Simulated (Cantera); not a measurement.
A perfectly stirred reactor is fed with H₂ : O₂ : N₂ = 1.8 : 1 : 7.3 (molar parts), equivalence ratio 0.90, at 100.0 Torr; it is held at 1173 K, and followed from long to short residence time.

Model: GRI-Mech 3.0 (53 species, 325 reactions), integrated in Cantera. The temperature is held fixed by assumption; the heat of reaction is taken as removed at once.

### Question
Predict: x(H₂) at τ = 2.70 s; x(O₂) at τ = 2.70 s; x(NO) at τ = 2.70 s; x(HO₂) at τ = 2.70 s; x(OH) at τ = 2.70 s; x(H₂) at τ = 22.0 ms; x(O₂) at τ = 22.0 ms; x(NO) at τ = 22.0 ms; x(HO₂) at τ = 22.0 ms; x(OH) at τ = 22.0 ms.

### Answer
```
Property                 Result
---------------------  --------
x(H₂) at τ = 2.70 s    0.000683
x(O₂) at τ = 2.70 s      0.0111
x(NO) at τ = 2.70 s     4.38e-7
x(HO₂) at τ = 2.70 s    1.39e-6
x(OH) at τ = 2.70 s    0.000269
x(H₂) at τ = 22.0 ms    0.00988
x(O₂) at τ = 22.0 ms     0.0167
x(NO) at τ = 22.0 ms    4.08e-6
x(HO₂) at τ = 22.0 ms   2.87e-6
x(OH) at τ = 22.0 ms    0.00124
```
